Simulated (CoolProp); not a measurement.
The numbers come from the reference Helmholtz-energy equation of state, Bücker 2006 in CoolProp.

Q: Give the vapour pressure (kPa), enthalpy of vaporisation (kJ/kg), liquid viscosity (µPa s), vapour viscosity (µPa s) of saturated ethane at -7.95 °C.

A: 
| T (°C) | p (kPa) | enthalpy of vaporisation (kJ/kg) | liquid viscosity (µPa s) | vapour viscosity (µPa s) |
|---|---|---|---|---|
| -7.95 | 1960 | 330 | 64.9 | 9.20 |

Viscosity comes from a separate model (Friend 1991).
